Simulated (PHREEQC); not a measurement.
Consider water at 25 °C with 0.0035 mol Cu(NO3)2 and 6e-06 mol HBF4 per kg of water. Closed to the air; pH follows from the charge balance.

Computed with PHREEQC (ion-association model, wateq4f.dat).

Q: The ionic strength comes out as 0.0105 mol/kgw. What activity coefficients do Cu+2, H+, F-, NO3-, CuOH+ get?

A: Cu+2 0.67, H+ 0.91, F- 0.90, NO3- 0.90, CuOH+ 0.90.

Precipitation was switched off in this run. Real BF4- forms and hydrolyses slowly; the run takes it at equilibrium.
